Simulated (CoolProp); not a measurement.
R1132(E) along the isobar 45.8 bar: Z from the reference equation and from simpler models built on Tc = 348.8 K, pc = 51.74 bar, ω = 0.245; each cubic takes its own stable root.

Values from CoolProp's reference Helmholtz-energy equation of state, Akasaka 2024.

```
T (K)   phase  reference
-----  ------  ---------
316    liquid     0.1295
321.6  liquid     0.1315
327.2  liquid     0.1344
332.8  liquid     0.1388
338.4  liquid     0.1461
344       gas     0.4848
349.6     gas     0.5602
355.2     gas     0.6082
360.8     gas     0.6448
366.4     gas     0.6746
372       gas     0.7000
377.6     gas     0.7219
383.2     gas     0.7413
388.8     gas     0.7585
394.4     gas     0.7741
400       gas     0.7882
```

Question: How far does each simpler model (van der Waals, Redlich-Kwong, Soave-Redlich-Kwong, Peng-Robinson) lie from the reference over these 16 states: mean and median of the absolute difference, and the worst?

Answer: 
- van der Waals: mean 23.6 %, median 4.7 %, worst +72.7 % at 338.4 K and 45.8 bar
- Redlich-Kwong: mean 9.4 %, median 1.6 %, worst +32.2 % at 338.4 K and 45.8 bar
- Soave-Redlich-Kwong: mean 7.9 %, median 2.2 %, worst +26.4 % at 338.4 K and 45.8 bar
- Peng-Robinson: mean 3.6 %, median 2.2 %, worst +12.9 % at 338.4 K and 45.8 bar
